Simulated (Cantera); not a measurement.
Hydrocarbon pyrolysis for carbon deposition

A perfectly stirred reactor is fed with 5.88 % C₂H₆, 94.1 % N₂, at 0.0267 bar; it is held at 1923 K, and followed from long to short residence time.

Model: GRI-Mech 3.0 (53 species, 325 reactions), integrated in Cantera. GRI-Mech 3.0 stops at C3 and has no aromatics, soot or wall deposition, so with more carbon than oxygen in the feed, carbon stays in small species such as C2H2 where larger ones or solid carbon would form. Radical loss at walls, strong at low pressure, is not modelled.

```json
[
 {"τ (s)": "6.8", "x C₂H₆": "4.59e-7", "x H": "0.00166", "x C₂H₂": "0.0505", "x CH₂": "2.65e-6", "x CH₄": "0.000440", "x C₂H₄": "4.14e-6"},
 {"τ (s)": "3.2", "x C₂H₆": "9.91e-7", "x H": "0.00161", "x C₂H₂": "0.0509", "x CH₂": "3.79e-6", "x CH₄": "0.000675", "x C₂H₄": "7.38e-6"},
 {"τ (s)": "1.6", "x C₂H₆": "2.00e-6", "x H": "0.00157", "x C₂H₂": "0.0511", "x CH₂": "5.24e-6", "x CH₄": "0.000988", "x C₂H₄": "1.36e-5"},
 {"τ (s)": "0.74", "x C₂H₆": "4.36e-6", "x H": "0.00155", "x C₂H₂": "0.0511", "x CH₂": "7.51e-6", "x CH₄": "0.00148", "x C₂H₄": "2.80e-5"},
 {"τ (s)": "0.36", "x C₂H₆": "8.98e-6", "x H": "0.00155", "x C₂H₂": "0.0509", "x CH₂": "1.05e-5", "x CH₄": "0.00212", "x C₂H₄": "5.57e-5"},
 {"τ (s)": "0.17", "x C₂H₆": "1.89e-5", "x H": "0.00157", "x C₂H₂": "0.0504", "x CH₂": "1.48e-5", "x CH₄": "0.00303", "x C₂H₄": "0.000114"},
 {"τ (s)": "0.081", "x C₂H₆": "3.93e-5", "x H": "0.00161", "x C₂H₂": "0.0496", "x CH₂": "2.08e-5", "x CH₄": "0.00420", "x C₂H₄": "0.000228"},
 {"τ (s)": "0.039", "x C₂H₆": "8.04e-5", "x H": "0.00167", "x C₂H₂": "0.0484", "x CH₂": "2.87e-5", "x CH₄": "0.00565", "x C₂H₄": "0.000443"},
 {"τ (s)": "0.019", "x C₂H₆": "0.000161", "x H": "0.00175", "x C₂H₂": "0.0468", "x CH₂": "3.91e-5", "x CH₄": "0.00737", "x C₂H₄": "0.000834"},
 {"τ (s)": "0.0089", "x C₂H₆": "0.000335", "x H": "0.00185", "x C₂H₂": "0.0443", "x CH₂": "5.33e-5", "x CH₄": "0.00943", "x C₂H₄": "0.00158"}
]
```
x: mole fraction; the columns are a selection and need not sum to one.
